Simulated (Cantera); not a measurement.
What does this Cantera script print?

```python
import numpy as np
import cantera as ct

gas = ct.Solution("gri30.yaml")
gas.TPX = 1925, 54, {'C3H8': 1, 'H2': 69}
reactor = ct.IdealGasConstPressureReactor(gas, energy="off", clone=False)
net = ct.ReactorNet([reactor])
net.rtol, net.atol = 1e-08, 1e-18
show = ['C3H8', 'H2', 'C2H', 'C2H6', 'C2H4', 'H']
times = np.geomspace(2e-05, 40, 9)

steps = ct.SolutionArray(gas, extra=["t"])
rows = []
print(f"{'t/s':>10s}{'T/K':>9s}{'P/Pa':>11s}" + "".join(f"{s:>11s}" for s in show))
for t in times:
    while net.time < t:
        t_next = net.step()
        steps.append(gas.state, t=t_next)
    rows.append([np.interp(t, steps.t, y) for y in (steps.T, steps.P, *steps(*show).X.T)])
    print(f"{t:10.3e}{rows[-1][0]:9.1f}{rows[-1][1]:11.4g}" + "".join(f"{x:11.3e}" for x in rows[-1][2:]))
rate = np.gradient(steps.T, steps.t)
print("integrator steps:", len(steps.t))
if steps.T.max() > steps.T[0] + 200:
    print(f"time of steepest temperature rise: {steps.t[rate.argmax()]:.4e} s")
gas.TPX = 1925, 54, {'C3H8': 1, 'H2': 69}
gas.equilibrate("TP")
print(f"equilibrium (TP): T = {gas.T:.1f} K  " + "  ".join(f"{s} {gas[s].X[0]:.3e}" for s in show))
```

It prints:

```
       t/s      T/K       P/Pa       C3H8         H2        C2H       C2H6       C2H4          H
 2.000e-05   1925.0         54  1.404e-02  9.855e-01  2.488e-17  1.400e-06  6.565e-06  1.103e-05
 1.226e-04   1925.0         54  1.283e-02  9.840e-01  4.385e-13  4.428e-05  2.180e-04  3.327e-04
 7.521e-04   1925.0         54  6.085e-03  9.728e-01  2.973e-09  4.784e-04  4.095e-03  4.019e-03
 4.612e-03   1925.0         54  8.610e-07  9.557e-01  8.268e-07  5.162e-06  4.538e-03  1.184e-02
 2.828e-02   1925.0         54  2.398e-10  9.588e-01  1.460e-06  1.594e-06  2.070e-04  9.747e-03
 1.734e-01   1925.0         54  7.894e-11  9.634e-01  1.510e-06  7.911e-07  7.912e-05  7.955e-03
 1.064e+00   1925.0         54  6.735e-12  9.686e-01  1.788e-06  1.568e-07  1.680e-05  7.135e-03
 6.523e+00   1925.0         54  3.757e-14  9.689e-01  2.957e-06  4.629e-09  1.076e-06  1.005e-02
 4.000e+01   1925.0         54  6.239e-18  9.611e-01  5.615e-06  1.235e-11  2.548e-07  1.853e-02
integrator steps: 1482
equilibrium (TP): T = 1925.0 K  C3H8 1.974e-21  H2 9.397e-01  C2H 1.232e-05  C2H6 3.766e-14  C2H4 1.057e-07  H 4.017e-02
```

Cantera simulation using GRI-Mech 3.0 (53 species, 325 reactions); the numbers are that mechanism's predictions, not measurements. GRI-Mech 3.0 was tuned for natural gas; its chemistry of propane as a main component is partial and can be far from experiment. GRI-Mech 3.0 stops at C3 and has no aromatics, soot or wall deposition, so with more carbon than oxygen in the feed, carbon stays in small species such as C2H2 where larger ones or solid carbon would form. Radical loss at walls, strong at low pressure, is not modelled.
